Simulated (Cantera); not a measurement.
A freely propagating, adiabatic, planar premixed flame of H2 : O2 : N2 = 1 : 0.385 : 1.73 (molar parts), equivalence ratio 1.3, unburnt at 350 K and 750 Torr; unity-Lewis-number transport, grid criteria slope 0.08 and curve 0.16, no radiation.

Computed with Cantera and the H2/O2 subset of GRI-Mech 3.0, which has no nitrogen chemistry. Unity Lewis numbers drop preferential diffusion, which matters most where H2 and H carry the flame. Burning velocities carry a grid error of a few per cent, more on coarse grids.

x: mole fraction of selected species; z is measured from the peak of heat release.

```json
[
 {"z (mm)": "-0.980", "T (K)": "350", "u (m/s)": "1.91", "x H2": "0.321", "x O2": "0.124", "x H2O2": "<1e-8", "x OH": "<1e-8", "x O": "<1e-8", "x H": "<1e-8"},
 {"z (mm)": "-0.653", "T (K)": "350", "u (m/s)": "1.91", "x H2": "0.321", "x O2": "0.124", "x H2O2": "1.54e-8", "x OH": "<1e-8", "x O": "<1e-8", "x H": "<1e-8"},
 {"z (mm)": "-0.490", "T (K)": "350", "u (m/s)": "1.91", "x H2": "0.321", "x O2": "0.124", "x H2O2": "1.07e-7", "x OH": "<1e-8", "x O": "1.00e-8", "x H": "<1e-8"},
 {"z (mm)": "-0.327", "T (K)": "353", "u (m/s)": "1.92", "x H2": "0.321", "x O2": "0.123", "x H2O2": "9.29e-7", "x OH": "<1e-8", "x O": "?", "x H": "<1e-8"},
 {"z (mm)": "-0.163", "T (K)": "434", "u (m/s)": "2.35", "x H2": "0.312", "x O2": "0.119", "x H2O2": "1.85e-5", "x OH": "1.39e-5", "x O": "?", "x H": "5.52e-6"},
 {"z (mm)": "-0.0817", "T (K)": "753", "u (m/s)": "4.00", "x H2": "0.274", "x O2": "0.0995", "x H2O2": "2.11e-5", "x OH": "0.000489", "x O": "?", "x H": "0.00289"},
 {"z (mm)": "0", "T (K)": "1189", "u (m/s)": "6.15", "x H2": "0.182", "x O2": "0.0577", "x H2O2": "3.76e-6", "x OH": "0.00192", "x O": "?", "x H": "0.0304"},
 {"z (mm)": "0.0817", "T (K)": "1464", "u (m/s)": "7.44", "x H2": "0.102", "x O2": "0.0223", "x H2O2": "2.14e-6", "x OH": "0.00533", "x O": "0.00516", "x H": "0.0585"},
 {"z (mm)": "0.163", "T (K)": "1606", "u (m/s)": "8.08", "x H2": "0.0803", "x O2": "0.0105", "x H2O2": "1.53e-6", "x OH": "0.00759", "x O": "0.00534", "x H": "0.0596"},
 {"z (mm)": "0.327", "T (K)": "1751", "u (m/s)": "8.70", "x H2": "0.0782", "x O2": "0.00612", "x H2O2": "8.32e-7", "x OH": "0.00875", "x O": "?", "x H": "0.0473"},
 {"z (mm)": "0.653", "T (K)": "1889", "u (m/s)": "9.29", "x H2": "0.0799", "x O2": "0.00384", "x H2O2": "4.05e-7", "x OH": "0.00853", "x O": "?", "x H": "0.0333"},
 {"z (mm)": "1.31", "T (K)": "2003", "u (m/s)": "9.75", "x H2": "0.0809", "x O2": "0.00210", "x H2O2": "2.06e-7", "x OH": "0.00725", "x O": "?", "x H": "0.0222"},
 {"z (mm)": "2.61", "T (K)": "2088", "u (m/s)": "10.1", "x H2": "0.0816", "x O2": "0.000976", "x H2O2": "1.07e-7", "x OH": "0.00542", "x O": "?", "x H": "0.0140"}
]
```

Task: Some entries are withheld; supply them.

Result: 
- -0.327, x O: 9.68e-8
- -0.163, x O: 8.73e-6
- -0.0817, x O: 0.000254
- 0, x O: 0.00256
- 0.327, x O: 0.00422
- 0.653, x O: 0.00270
- 1.31, x O: 0.00146
- 2.61, x O: 0.000670
